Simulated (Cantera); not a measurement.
Charge: 1 mol Si2H6, 2.4 mol N2O, 2 mol H2, 0.14 mol CO2, equilibrated at 3.60 mbar.

Cantera equilibrium calculation (NASA polynomials, part measured and part estimated; ideal gas, pure solids and liquids). Candidate condensed phases: C, C6H6, C7H8, C8H18, H2O, Si, SiC, SiO2, Si2N2O, Si3N4; 151 gas species. The feed counts by its element totals alone. Mutual solubility and eutectic melting of coexisting phases are not modelled. The tables hold silica as quartz up to 1696 K and as liquid above; real silica turns to tridymite and cristobalite and melts near 1996 K. The numbers say what is thermodynamically allowed, not how fast it happens.

Q: At 1223 K, list the 4 most abundant gas species with their mole fractions, and the condensed phases.

A: H2 0.709, N2 0.271, CO 0.0198, H2O 2.61e-5. Condensed: SiO2(β-quartz) + Si2N2O(s).
